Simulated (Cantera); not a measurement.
A closed system holds: 1 mol BN, 8.2 mol H₂O, 1.5 mol N₂, held at 26000 Pa.

Cantera equilibrium calculation (NASA polynomials, part measured and part estimated; ideal gas, pure solids and liquids). Candidate condensed phases: B, BN, B₂O₃, B₃O₃H₃, H₂O; 39 gas species. Gases not in the tables: H₃BO₃. Kinetics and transport are ignored.

Problem. Which condensed phases are stable at each of these points (T (K)): 1425, 1475, 1525, 1575, 1625, 1675, 1725, 1775, 1825, 1875, 1925, 1975, 2025, 2075?

Solution. 
```csv
T (K),condensed phases,B condensed (%)
1425,B₂O₃(l),76.0
1475,B₂O₃(l),64.8
1525,B₂O₃(l),47.9
1575,B₂O₃(l),23.3
1625,gas only,0.0
1675,gas only,0.0
1725,gas only,0.0
1775,gas only,0.0
1825,gas only,0.0
1875,gas only,0.0
1925,gas only,0.0
1975,gas only,0.0
2025,gas only,0.0
2075,gas only,0.0
```

From 1425 K to 1575 K the condensed part is B₂O₃(l). From 1625 K to 2075 K nothing is condensed.
